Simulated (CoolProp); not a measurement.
Vapour-liquid equilibrium of carbon dioxide (1) + C2F6 (R116) (2) at 240.3 K; x and y are mole fractions of (1).

The numbers come from the multi-fluid Helmholtz-energy mixture model, Span 1996 and Lemmon 2006; pair parameters Bell 2016 in CoolProp.

| x | bubble pressure (MPa) | y at the bubble point | dew pressure at overall composition x (MPa) | liquid density (mol/L) |
|---|---|---|---|---|
| 0.05 | 0.7828 | 0.136 | 0.7240 | 10.27 |
| 0.125 | 0.9173 | 0.296 | 0.7746 | 10.73 |
| 0.2 | 1.043 | 0.414 | 0.8320 | 11.24 |
| 0.275 | 1.154 | 0.500 | 0.8973 | 11.80 |
| 0.35 | 1.244 | 0.565 | 0.9718 | 12.43 |
| 0.425 | 1.315 | 0.615 | 1.057 | 13.14 |
| 0.5 | 1.367 | 0.655 | 1.153 | 13.96 |
| 0.575 | 1.404 | 0.688 | 1.259 | 14.91 |
| 0.65 | 1.428 | 0.719 | 1.362 | 16.04 |
| 0.725 | 1.441 | 0.749 | 1.432 | 17.36 |
| 0.8 | 1.442 | 0.784 | 1.439 | 18.93 |
| 0.875 | 1.424 | 0.833 | 1.398 | 20.79 |
| 0.95 | 1.370 | 0.912 | 1.339 | 23.01 |

y crosses x between x = 0.725 and 0.8: the model has an azeotrope there.

Pair parameters are fitted to limited data, so mixtures are less certain than the pure fluids.
